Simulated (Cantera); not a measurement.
Input: 1 mol FeS2, 1500 mol H2, at 0.330 bar.

These are equilibrium values from Cantera (NASA tables, ideal gas, pure condensed phases), not measurements of a reactor. Candidate condensed phases: Fe, FeS, FeS2, S; 8 gas species. Kinetics and transport are ignored.

Question: Which condensed phases are stable at each of these points (T (°C)): 852, 927, 1002, 1077, 1152, 1227, 1302, 1377, 1452, 1527, 1602, 1677, 1752?

Answer: 
```json
[
 {"T (°C)": "852", "condensed phases": "Fe(α)", "Fe condensed (%)": "100.0"},
 {"T (°C)": "927", "condensed phases": "Fe(γ)", "Fe condensed (%)": "100.0"},
 {"T (°C)": "1002", "condensed phases": "Fe(γ)", "Fe condensed (%)": "100.0"},
 {"T (°C)": "1077", "condensed phases": "Fe(γ)", "Fe condensed (%)": "100.0"},
 {"T (°C)": "1152", "condensed phases": "Fe(γ)", "Fe condensed (%)": "100.0"},
 {"T (°C)": "1227", "condensed phases": "Fe(γ)", "Fe condensed (%)": "99.9"},
 {"T (°C)": "1302", "condensed phases": "Fe(γ)", "Fe condensed (%)": "99.7"},
 {"T (°C)": "1377", "condensed phases": "Fe(γ)", "Fe condensed (%)": "98.8"},
 {"T (°C)": "1452", "condensed phases": "Fe(δ)", "Fe condensed (%)": "95.7"},
 {"T (°C)": "1527", "condensed phases": "Fe(δ)", "Fe condensed (%)": "86.6"},
 {"T (°C)": "1602", "condensed phases": "Fe(l)", "Fe condensed (%)": "63.1"},
 {"T (°C)": "1677", "condensed phases": "Fe(l)", "Fe condensed (%)": "6.7"},
 {"T (°C)": "1752", "condensed phases": "gas only", "Fe condensed (%)": "0.0"}
]
```

At 852 °C the condensed part is Fe(α). From 927 °C to 1377 °C the condensed part is Fe(γ). From 1452 °C to 1527 °C the condensed part is Fe(δ). From 1602 °C to 1677 °C the condensed part is Fe(l). At 1752 °C nothing is condensed.
